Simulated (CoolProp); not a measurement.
Hexamethyldisiloxane (MM) at several states: fugacity coefficient from the reference equation and from simpler models built on Tc = 245.6 °C, pc = 1.931 MPa, ω = 0.418; each cubic takes its own stable root.

The numbers come from the reference Helmholtz-energy equation of state, Thol 2016 in CoolProp.

| T (°C) | p (MPa) | phase | reference | van der Waals | Soave-Redlich-Kwong |
|---|---|---|---|---|---|
| 299.15 | 0.555 | gas | 0.9290 | 0.9334 | 0.9338 |
| 102.15 | 0.239 | liquid | 0.4216 | 0.9217 | 0.4262 |
| 53.35 | 2.92 | liquid | 0.008569 | 0.09744 | 0.008674 |

At some of these states van der Waals gives the other phase, because its saturation line lies elsewhere.
